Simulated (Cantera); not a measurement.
Input: 1 mol CF4, 0.043 mol F2, a varied amount of H2, held at 2300 K and 0.0100 bar.

Cantera equilibrium calculation (NASA polynomials, part measured and part estimated; ideal gas, pure solids and liquids). Candidate condensed phases: C, C6H6, C7H8, C8H18; 95 gas species. Gases not in the tables: C2F6 and larger saturated fluorocarbons. The numbers say what is thermodynamically allowed, not how fast it happens.

x: gas mole fraction; n: condensed amount in mol.

```json
[
 {"n(H2) (mol)": "0.94", "x HF": "0.594", "x H2": "1.35e-7", "x F": "0.186", "x CF2": "0.178", "x H": "3.56e-5", "x CF4": "0.0347", "n C(graphite)": "___"},
 {"n(H2) (mol)": "1.2", "x HF": "0.695", "x H2": "2.62e-7", "x F": "0.156", "x CF2": "0.126", "x H": "4.95e-5", "x CF4": "0.0174", "n C(graphite)": "___"},
 {"n(H2) (mol)": "1.4", "x HF": "0.767", "x H2": "4.49e-7", "x F": "0.131", "x CF2": "0.0895", "x H": "6.48e-5", "x CF4": "0.00874", "n C(graphite)": "___"},
 {"n(H2) (mol)": "1.8", "x HF": "0.905", "x H2": "2.28e-6", "x F": "0.0688", "x CF2": "0.0245", "x H": "0.000146", "x CF4": "0.000656", "n C(graphite)": "___"},
 {"n(H2) (mol)": "2.2", "x HF": "0.954", "x H2": "0.0287", "x F": "0.000647", "x CF2": "2.17e-6", "x H": "0.0164", "x CF4": "5.13e-12", "n C(graphite)": "0.999"},
 {"n(H2) (mol)": "2.8", "x HF": "0.828", "x H2": "0.135", "x F": "0.000259", "x CF2": "3.47e-7", "x H": "0.0356", "x CF4": "<1e-12", "n C(graphite)": "0.994"},
 {"n(H2) (mol)": "3.4", "x HF": "0.733", "x H2": "0.220", "x F": "0.000180", "x CF2": "1.67e-7", "x H": "0.0454", "x CF4": "<1e-12", "n C(graphite)": "0.989"},
 {"n(H2) (mol)": "4.2", "x HF": "0.637", "x H2": "0.308", "x F": "0.000132", "x CF2": "9.00e-8", "x H": "0.0537", "x CF4": "<1e-12", "n C(graphite)": "0.983"},
 {"n(H2) (mol)": "5.3", "x HF": "0.539", "x H2": "0.398", "x F": "9.82e-5", "x CF2": "5.00e-8", "x H": "0.0610", "x CF4": "<1e-12", "n C(graphite)": "0.974"},
 {"n(H2) (mol)": "6.5", "x HF": "0.462", "x H2": "0.469", "x F": "7.75e-5", "x CF2": "3.11e-8", "x H": "0.0663", "x CF4": "<1e-12", "n C(graphite)": "0.964"},
 {"n(H2) (mol)": "8.1", "x HF": "0.388", "x H2": "0.538", "x F": "6.08e-5", "x CF2": "1.92e-8", "x H": "0.0710", "x CF4": "<1e-12", "n C(graphite)": "0.950"},
 {"n(H2) (mol)": "10", "x HF": "0.327", "x H2": "0.596", "x F": "4.86e-5", "x CF2": "1.22e-8", "x H": "0.0747", "x CF4": "<1e-12", "n C(graphite)": "0.935"}
]
```

Complete the blanks.


- 0.94, n C(graphite): 0.302
- 1.2, n C(graphite): 0.486
- 1.4, n C(graphite): 0.628
- 1.8, n C(graphite): 0.894
